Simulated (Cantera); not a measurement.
# borazine + H2O (boron, boron nitride and boron oxide)

A closed system holds: 1 mol borazine, 0.18 mol H2O, held at 2325 K and 0.00133 bar.

Cantera equilibrium calculation (NASA polynomials, part measured and part estimated; ideal gas, pure solids and liquids). Candidate condensed phases: B, BN, B2O3, B3O3H3, H2O; 39 gas species. The feed counts by its element totals alone. The tables' values for BH2 are old estimates; treat these amounts as uncertain. Kinetics and transport are ignored.

- x(H2) = 0.474
- x(N2) = 0.274
- x(H) = 0.207
- x(BO) = 0.0264
- x(B) = 0.0104
- x(HBO) = 0.00549
- x(BH2) = 0.00110
- x(B2O) = 0.000781
- x(BH) = 0.000213
- n(B(s)) = 2.75 mol
- gas amount = 5.469 mol
